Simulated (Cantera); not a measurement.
What does this Cantera script print?

```python
import numpy as np
import cantera as ct

gas_names = [...]  # 123 gases of nasa_gas.yaml made of C, H, O, Si
cond_names = """
    C(gr) C6H6(L) C7H8(L) C8H18(L),n-octa H2O(s) H2O(L) Si(cr) Si(L) SiC(b) SiO2(Lqz) SiO2(hqz) SiO2(L)
""".split()


# ... load() reads the species with a 1 bar reference pressure and builds the phases ...
atoms = {
    'Si': {'Si': 1},
    'CO': {'C': 1, 'O': 1},
    'H2': {'H': 2},
}
top_T = {'C(gr)': 4500, 'SiC(b)': 3050}  # K; cautious upper limits of use, not melting points


# ... equilibrate(T, P, feed) seeds the gas with the atoms and calls Mixture.equilibrate('TP', solver="vcs", rtol=1e-11, max_steps=5000) ...
results = []
feed = {'Si': 1, 'CO': 27, 'H2': 5.2}  # mol
P = 1333.22  # Pa
for T in [875, 900, 925, 950, 975, 1000, 1025, 1050, 1075, 1100, 1125, 1150, 1175, 1200]:
    mix = equilibrate(T, P, feed)
    results.append((T, P, feed, dict(zip(mix.species_names, mix.species_moles))))
    x = sorted(zip(gas.X, gas.species_names), reverse=True)
    print(f"T = {T:g} K  P = {P:g} Pa  gas = {mix.phase_moles(0):.4g} mol")
    print("   x: " + "  ".join(f"{s} {v:.3e}" for v, s in x if v > 1e-06))
    print("   condensed (mol): " + ("  ".join(f"{mix.phase(i).name} {mix.phase_moles(i):.4g}"
          for i in range(1, mix.n_phases) if mix.phase_moles(i) > 1e-12) or "none"))
```

Output:

```
T = 875 K  P = 1333.22 Pa  gas = 27.83 mol
   x: CO 7.358e-01  H2 1.793e-01  CO2 7.761e-02  H2O 7.168e-03  CH4 1.871e-04
   condensed (mol): C(gr) 4.355  SiO2(hqz) 1
T = 900 K  P = 1333.22 Pa  gas = 28.78 mol
   x: CO 7.748e-01  H2 1.760e-01  CO2 4.469e-02  H2O 4.413e-03  CH4 1.289e-04
   condensed (mol): C(gr) 3.41  SiO2(hqz) 1
T = 925 K  P = 1333.22 Pa  gas = 29.37 mol
   x: CO 7.975e-01  H2 1.741e-01  CO2 2.549e-02  H2O 2.752e-03  CH4 9.172e-05
   condensed (mol): C(gr) 2.827  SiO2(hqz) 1
T = 950 K  P = 1333.22 Pa  gas = 29.71 mol
   x: CO 8.104e-01  H2 1.731e-01  CO2 1.465e-02  H2O 1.747e-03  CH4 6.699e-05
   condensed (mol): C(gr) 2.485  SiO2(hqz) 1
T = 975 K  P = 1333.22 Pa  gas = 29.91 mol
   x: CO 8.176e-01  H2 1.726e-01  CO2 8.561e-03  H2O 1.131e-03  CH4 4.992e-05
   condensed (mol): C(gr) 2.288  SiO2(hqz) 1
T = 1000 K  P = 1333.22 Pa  gas = 30.02 mol
   x: CO 8.217e-01  H2 1.724e-01  CO2 5.107e-03  H2O 7.464e-04  CH4 3.783e-05
   condensed (mol): C(gr) 2.175  SiO2(hqz) 1
T = 1025 K  P = 1333.22 Pa  gas = 30.09 mol
   x: CO 8.241e-01  H2 1.723e-01  CO2 3.115e-03  H2O 5.021e-04  CH4 2.907e-05
   condensed (mol): C(gr) 2.108  SiO2(hqz) 1
T = 1050 K  P = 1333.22 Pa  gas = 30.13 mol
   x: CO 8.255e-01  H2 1.722e-01  CO2 1.942e-03  H2O 3.440e-04  CH4 2.263e-05
   condensed (mol): C(gr) 2.068  SiO2(hqz) 1
T = 1075 K  P = 1333.22 Pa  gas = 30.15 mol
   x: CO 8.263e-01  H2 1.722e-01  CO2 1.237e-03  H2O 2.397e-04  CH4 1.782e-05
   condensed (mol): C(gr) 2.044  SiO2(hqz) 1
T = 1100 K  P = 1333.22 Pa  gas = 30.17 mol
   x: CO 8.269e-01  H2 1.722e-01  CO2 8.045e-04  H2O 1.698e-04  CH4 1.418e-05
   condensed (mol): C(gr) 2.029  SiO2(hqz) 1
T = 1125 K  P = 1333.22 Pa  gas = 30.18 mol
   x: CO 8.272e-01  H2 1.722e-01  CO2 5.333e-04  H2O 1.221e-04  CH4 1.140e-05
   condensed (mol): C(gr) 2.019  SiO2(hqz) 1
T = 1150 K  P = 1333.22 Pa  gas = 30.19 mol
   x: CO 8.274e-01  H2 1.722e-01  CO2 3.601e-04  H2O 8.906e-05  CH4 9.248e-06
   condensed (mol): C(gr) 2.013  SiO2(hqz) 1
T = 1175 K  P = 1333.22 Pa  gas = 30.19 mol
   x: CO 8.275e-01  H2 1.722e-01  CO2 2.473e-04  H2O 6.584e-05  CH4 7.567e-06
   condensed (mol): C(gr) 2.009  SiO2(hqz) 1
T = 1200 K  P = 1333.22 Pa  gas = 30.19 mol
   x: CO 8.276e-01  H2 1.722e-01  CO2 1.726e-04  H2O 4.930e-05  CH4 6.242e-06
   condensed (mol): C(gr) 2.007  SiO2(hqz) 1
```

Cantera equilibrium calculation (NASA polynomials, part measured and part estimated; ideal gas, pure solids and liquids). The tables hold silica as quartz up to 1696 K and as liquid above; real silica turns to tridymite and cristobalite and melts near 1996 K.
